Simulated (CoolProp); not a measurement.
Vapour-liquid equilibrium of n-hexane (1) + o-xylene (2) at 0.0824 MPa; x and y are mole fractions of (1).

Computed with CoolProp (multi-fluid Helmholtz-energy mixture model, Thol 2019 and Zhou 2012; pair parameters Bell 2016).

| x | bubble temperature (K) | y at the bubble point | dew temperature at overall composition x (K) | liquid density (mol/L) |
|---|---|---|---|---|
| 0.05 | 398.7 | 0.302 | 408.2 | 7.378 |
| 0.2 | 375.8 | 0.706 | 402.8 | ___ |
| 0.35 | 362.3 | 0.847 | ___ | 7.473 |
| 0.5 | ___ | ___ | 389.2 | ___ |
| 0.65 | 346.8 | 0.950 | 380.0 | 7.380 |
| 0.8 | 341.5 | ___ | 367.5 | 7.306 |
| 0.95 | 336.9 | ___ | 346.8 | ___ |

### Question
Fill in the missing entries.

### Answer

- 0.2, liquid density (mol/L): 7.466
- 0.35, dew temperature at overall composition x (K): 396.5
- 0.5, bubble temperature (K): 353.4
- 0.5, y at the bubble point: 0.913
- 0.5, liquid density (mol/L): 7.438
- 0.8, y at the bubble point: 0.975
- 0.95, y at the bubble point: 0.994
- 0.95, liquid density (mol/L): 7.221

No azeotrope shows between x = 0.05 and 0.95.

The pair parameters rest on a limited set of measurements; away from them the model extrapolates.
